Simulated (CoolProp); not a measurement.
The fluid at 293.15 K and 0.107 MPa (gas) is heated at constant pressure to 346.4 K. The same conditions are run with several fluids, on thermodynamics alone (safety and materials aside).

Model: reference Helmholtz-energy equation of state of each fluid (nitrogen: Span 2000; hydrogen sulfide: Lemmon 2006; chloromethane (R40): Thol 2014; CH2F2 (R32): Tillner-Roth 1997; R13: Platzer 1990), in CoolProp. The equations of Platzer and Polt are older, rougher fits.

Question: Rank nitrogen, hydrogen sulfide, chloromethane (R40), CH2F2 (R32), R13 by heat (kJ/kg), highest first.

Answer: nitrogen (55.5), hydrogen sulfide (54.3), CH2F2 (R32) (46.6), chloromethane (R40) (45.9), R13 (35.6)

```csv
fluid,final density (kg/m³)
nitrogen,1.04
hydrogen sulfide,1.27
chloromethane (R40),1.90
CH2F2 (R32),1.95
R13,3.90
```
